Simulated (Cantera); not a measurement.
A Cantera script and its output.

```python
import numpy as np
import cantera as ct

gas = ct.Solution("h2o2.yaml")
gas.TPX = 550, 34000, {'H2': 1, 'O2': 0.333, 'N2': 1.25, 'H2O': 0.0062}
flame = ct.FreeFlame(gas, width=0.085)
flame.set_refine_criteria(ratio=3, slope=0.08, curve=0.16)
flame.transport_model = "mixture-averaged"
flame.solve(loglevel=0, auto=True)
z, T = flame.grid, flame.T
thick = (T[-1] - T[0]) / np.gradient(T, z).max()
show = ['H2', 'O2', 'H2O', 'OH', 'O', 'H2O2']
print(f"laminar burning velocity  {flame.velocity[0] * 100:.3f} cm/s")
print(f"burnt temperature         {T[-1]:.1f} K")
print(f"thermal thickness         {thick * 1e3:.4f} mm")
print(f"grid points               {len(z)}")
z0 = z[flame.heat_release_rate.argmax()]
print(f"{'z/mm':>9s}{'T/K':>9s}{'u/(m/s)':>9s}" + "".join(f"{s:>11s}" for s in show))
rows = []
for k in (-3, -2, -1.5, -1, -0.5, -0.25, 0, 0.25, 0.5, 1, 2, 4, 8):
    zz = z0 + k * thick
    rows.append([k * thick, np.interp(zz, z, T), np.interp(zz, z, flame.velocity),
                 *(np.interp(zz, z, flame.X[gas.species_index(s)]) for s in show)])
    print(f"{rows[-1][0] * 1e3:9.3f}{rows[-1][1]:9.1f}{rows[-1][2]:9.3f}" + "".join(f"{x:11.3e}" for x in rows[-1][3:]))
```

Output:

```
laminar burning velocity  680.925 cm/s
burnt temperature         2390.0 K
thermal thickness         1.7825 mm
grid points               144
     z/mm      T/K  u/(m/s)         H2         O2        H2O         OH          O       H2O2
   -5.348    550.0    6.809  3.862e-01  1.286e-01  2.395e-03  1.576e-19  5.654e-18  9.497e-18
   -3.565    550.0    6.809  3.862e-01  1.286e-01  2.395e-03  2.285e-16  7.252e-15  6.755e-16
   -2.674    550.0    6.809  3.862e-01  1.286e-01  2.395e-03  2.819e-14  7.584e-13  6.848e-14
   -1.783    550.0    6.809  3.862e-01  1.286e-01  2.395e-03  5.993e-11  5.395e-10  1.033e-10
   -0.891    561.9    6.941  3.842e-01  1.285e-01  2.999e-03  5.085e-05  8.671e-06  1.679e-06
   -0.446    747.0    9.076  3.547e-01  1.233e-01  1.879e-02  5.254e-04  2.871e-04  4.031e-06
    0.000   1175.3   13.854  2.199e-01  7.492e-02  1.207e-01  3.098e-03  5.817e-03  1.128e-06
    0.446   1451.4   16.914  1.193e-01  1.675e-02  2.292e-01  6.835e-03  7.801e-03  9.572e-07
    0.891   1565.6   18.118  1.096e-01  7.890e-03  2.472e-01  8.403e-03  6.913e-03  7.209e-07
    1.783   1691.9   19.408  1.152e-01  6.078e-03  2.524e-01  9.876e-03  6.160e-03  4.593e-07
    3.565   1833.6   20.812  1.220e-01  4.681e-03  2.582e-01  1.095e-02  5.005e-03  2.505e-07
    7.130   1977.4   22.194  1.279e-01  3.251e-03  2.654e-01  1.115e-02  3.605e-03  1.314e-07
   14.260   2111.6   23.445  1.328e-01  1.992e-03  2.733e-01  1.025e-02  2.260e-03  7.106e-08
```

Cantera simulation using the H2/O2 subset of GRI-Mech 3.0, which has no nitrogen chemistry; the numbers are that mechanism's predictions, not measurements. Burning velocities carry a grid error of a few per cent, more on coarse grids.
